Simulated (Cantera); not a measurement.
A closed system holds: 1 mol Fe2O3, 0.6 mol SO3, 1.5 mol N2, at 100000 Pa.

Method: chemical equilibrium by Gibbs-energy minimisation in Cantera with the NASA 1993 tables (ideal gas, pure condensed phases). Candidate condensed phases: Fe, FeO, FeS, FeSO4, FeS2, Fe2O3, Fe2(SO4)3, Fe3O4, S; 19 gas species. Rates play no part.

x: gas mole fraction; n: condensed amount in mol.

```json
[
 {"T (K)": "600", "x N2": "1.00", "x SO2": "9.20e-8", "x O2": "4.60e-8", "x SO3": "9.57e-8", "x NO": "[?]", "x NO2": "<1e-12", "n Fe2O3(s)": "0.800", "n Fe2(SO4)3(s)": "0.200"},
 {"T (K)": "700", "x N2": "1.000", "x SO2": "2.21e-5", "x O2": "1.10e-5", "x SO3": "2.10e-5", "x NO": "[?]", "x NO2": "1.80e-11", "n Fe2O3(s)": "0.800", "n Fe2(SO4)3(s)": "0.200"},
 {"T (K)": "800", "x N2": "0.997", "x SO2": "0.00133", "x O2": "0.000666", "x SO3": "0.00118", "x NO": "[?]", "x NO2": "2.21e-9", "n Fe2O3(s)": "0.801", "n Fe2(SO4)3(s)": "0.199"},
 {"T (K)": "900", "x N2": "0.925", "x SO2": "0.0320", "x O2": "0.0160", "x SO3": "0.0270", "x NO": "[?]", "x NO2": "8.91e-8", "n Fe2O3(s)": "0.832", "n Fe2(SO4)3(s)": "0.168"},
 {"T (K)": "1000", "x N2": "0.653", "x SO2": "0.171", "x O2": "0.0855", "x SO3": "0.0903", "x NO": "[?]", "x NO2": "6.26e-7", "n Fe2O3(s)": "1.00", "n Fe2(SO4)3(s)": "0"},
 {"T (K)": "1100", "x N2": "0.638", "x SO2": "0.212", "x O2": "0.106", "x SO3": "0.0431", "x NO": "[?]", "x NO2": "1.11e-6", "n Fe2O3(s)": "1.00", "n Fe2(SO4)3(s)": "0"},
 {"T (K)": "1200", "x N2": "0.631", "x SO2": "0.232", "x O2": "0.116", "x SO3": "0.0203", "x NO": "[?]", "x NO2": "1.64e-6", "n Fe2O3(s)": "1.00", "n Fe2(SO4)3(s)": "0"},
 {"T (K)": "1300", "x N2": "0.628", "x SO2": "0.241", "x O2": "0.120", "x SO3": "0.0102", "x NO": "[?]", "x NO2": "2.21e-6", "n Fe2O3(s)": "1.00", "n Fe2(SO4)3(s)": "0"}
]
```

Q: What belongs in the gaps?

A: 
- 600, x NO: 1.09e-11
- 700, x NO: 2.30e-9
- 800, x NO: 1.27e-7
- 900, x NO: 2.76e-6
- 1000, x NO: 1.82e-5
- 1100, x NO: 5.44e-5
- 1200, x NO: 0.000130
- 1300, x NO: 0.000268
